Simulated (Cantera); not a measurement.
Input: 1 mol B, 2.1 mol O2, 8.6 mol H2, at 1275 K and 0.000340 bar.

Method: chemical equilibrium by Gibbs-energy minimisation in Cantera with the NASA 1993 tables (ideal gas, pure condensed phases). Candidate condensed phases: B, B2O3, B3O3H3, H2O; 23 gas species. Kinetics and transport are ignored.

Base state: H2 0.664, H2O 0.272, HBO2 0.0640, B2O3 0.000270, H 3.26e-5, (HBO2)3 2.34e-5, HBO 1.65e-5 (mole fractions); condensed: B2O3(l).

What changes in the equilibrium state with this change: pressure from 0.000340 bar to 0.00600 bar?


| species | before | after |
|---|---|---|
| H2 | 0.664 | 0.681 |
| H2O | 0.272 | 0.303 |
| HBO2 | 0.0640 | 0.0161 |
| B2O3 | 0.000270 | 1.53e-5 |
| (HBO2)3 | 2.34e-5 | 0.000116 |
| B2O3(l), mol | 0.213 | 0.429 |
Gases not in the tables: H3BO3.
